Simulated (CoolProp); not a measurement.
Vapour-liquid equilibrium of fluoroethane (R161) (1) + R134a (2) at 0.217 MPa; x and y are mole fractions of (1).

Computed with CoolProp (multi-fluid Helmholtz-energy mixture model, Wu 2012 and Tillner-Roth 1994; pair parameters Bell 2016).

### Question
Give the bubble temperature and the first vapour's composition at x = 0.2, 0.35, 0.95. Is there an azeotrope?

### Answer
x = 0.2: 263.2 K, y = 0.258; x = 0.35: 261.5 K, y = 0.437; x = 0.95: 254.2 K, y = 0.971. No azeotrope shows between x = 0.05 and 0.95.

Pair parameters are fitted to limited data, so mixtures are less certain than the pure fluids.
